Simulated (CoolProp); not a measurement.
The numbers come from the reference Helmholtz-energy equation of state, Tillner-Roth 1997 in CoolProp.

Problem. For CH2F2 (R32), give the phase and the speed of sound (m/s), isothermal compressibility (1/MPa), fugacity coefficient at 264.2 K and 2710 kPa; 264.2 K and 3610 kPa; 264.2 K and 10800 kPa.

Solution. 
- 264.2 K and 2710 kPa: liquid; speed of sound 763, isothermal compressibility 0.00283, fugacity coefficient 0.207
- 264.2 K and 3610 kPa: liquid; speed of sound 770, isothermal compressibility 0.00276, fugacity coefficient 0.158
- 264.2 K and 10800 kPa: liquid; speed of sound 820, isothermal compressibility 0.00232, fugacity coefficient 0.0617
